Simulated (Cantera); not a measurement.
Input (Python, Cantera) and output of one run.

```python
import numpy as np
import cantera as ct

gas_names = """
    Fe H H2 H2S N NH NH2 NH3 N2 N2H2 N2H4 S SH SN S2 S8
""".split()
cond_names = """
    Fe(a) Fe(c) Fe(d) Fe(L) FeS(a) FeS(b) FeS(c) FeS(L) FeS2(s) S(cr1) S(cr2) S(L)
""".split()


# ... load() reads the species with a 1 bar reference pressure and builds the phases ...
atoms = {
    'FeS2': {'Fe': 1, 'S': 2},
    'H2': {'H': 2},
    'N2': {'N': 2},
}
top_T = {'FeS2(s)': 1010}  # K; cautious upper limits of use, not melting points


# ... equilibrate(T, P, feed) seeds the gas with the atoms and calls Mixture.equilibrate('TP', solver="vcs", rtol=1e-11, max_steps=5000) ...
results = []
feed = {'FeS2': 1, 'H2': 2.3, 'N2': 5.4}  # mol
P = 100000  # Pa
for T in [1075, 1175, 1275, 1375, 1475, 1575, 1675, 1775, 1875, 1975, 2075, 2175]:
    mix = equilibrate(T, P, feed)
    results.append((T, P, feed, dict(zip(mix.species_names, mix.species_moles))))

top = {s: max(r[3][s] / sum(r[3][g] for g in gas_names) for r in results) for s in gas_names}
cols = sorted((s for s in top if top[s] > 1e-05), key=lambda s: -top[s])[:7]
seen = [c for c in cond_names if any(r[3].get(c, 0) > 1e-12 for r in results)]
print("log10 of partial pressures in bar; condensed amounts in mol")
print(f"{'T/K':>10s}" + "".join(f"{s[:9]:>10s}" for s in cols + seen))
for T, P, feed, n in results:
    ng = sum(n[g] for g in gas_names)
    print(f"{T:10.4g}" + "".join(f"{np.log10(max(n[s] / ng * P / 1e5, 1e-99)):10.3f}" for s in cols)
          + "".join(f"{n.get(c, 0):10.4g}" for c in seen))
```

It prints:

```
log10 of partial pressures in bar; condensed amounts in mol
       T/K        N2        H2       H2S        S2        SH         H         S    FeS(c)    FeS(L)
      1075    -0.154    -0.772    -0.888    -3.841    -5.121    -8.219    -9.293         1         0
      1175    -0.154    -0.769    -0.892    -3.111    -4.446    -7.296    -8.033         1         0
      1275    -0.155    -0.759    -0.908    -2.533    -3.893    -6.512    -6.990         1         0
      1375    -0.158    -0.737    -0.947    -2.113    -3.451    -5.834    -6.134         1         0
      1475    -0.161    -0.708    -1.010    -1.833    -3.104    -5.241    -5.435         0         1
      1575    -0.164    -0.677    -1.093    -1.651    -2.832    -4.720    -4.856         0         1
      1675    -0.168    -0.651    -1.187    -1.534    -2.613    -4.261    -4.367         0         1
      1775    -0.170    -0.630    -1.288    -1.457    -2.434    -3.854    -3.947         0         1
      1875    -0.173    -0.615    -1.390    -1.408    -2.286    -3.491    -3.580         0    0.9999
      1975    -0.175    -0.604    -1.491    -1.376    -2.160    -3.166    -3.257         0    0.9995
      2075    -0.177    -0.597    -1.590    -1.357    -2.053    -2.873    -2.970         0    0.9978
      2175    -0.179    -0.594    -1.685    -1.346    -1.960    -2.608    -2.712         0    0.9915
```

These are equilibrium values from Cantera (NASA tables, ideal gas, pure condensed phases), not measurements of a reactor. FeS: taken at fixed stoichiometry. Gases not in the tables: S3 to S7.
